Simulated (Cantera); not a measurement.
Input: 1 mol PbO, a varied amount of O2, 0.76 mol H2, held at 0.00330 bar.

Cantera equilibrium calculation (NASA polynomials, part measured and part estimated; ideal gas, pure solids and liquids). Candidate condensed phases: H2O, Pb, PbO, PbO2, Pb3O4; 12 gas species. Each liquid is taken as pure. Mutual solubility and eutectic melting of coexisting phases are not modelled. Kinetics and transport are ignored.

Stable condensed phases, one row left out:

```
T in °C \ n(O2) in mol
         0.27  0.5 0.73 0.96  1.2  1.4  1.7  1.9  2.1  2.4  2.6
   1375     A    A    A    A    A    A    A    A    A    A    A
   1300     A    A    A    A    A    A    A    A    A    A    A
   1225     A    A    A    A    A    A    A    A    A    A    A
   1150     A    A    A    A    A    A    A    A    A    A    A
   1000     B    B    B    B    B    B    B    B    B    B    B
    925     C    B    B    B    B    B    B    B    B    B    B
    850     C    B    B    B    B    B    B    B    B    B    B
    775     C    B    B    B    B    B    B    B    B    B    B
    700     C    B    B    B    B    B    B    B    B    B    B
    625     C    B    B    B    B    B    B    B    B    B    B
    550     C    B    B    B    B    B    B    B    B    B    B
```

A: gas only; B: PbO; C: Pb + PbO.

Q: Give the row for 1075 °C.

A: 0.27: PbO; 0.5: PbO; 0.73: PbO; 0.96: PbO; 1.2: PbO; 1.4: PbO; 1.7: PbO; 1.9: gas only; 2.1: gas only; 2.4: gas only; 2.6: gas only.
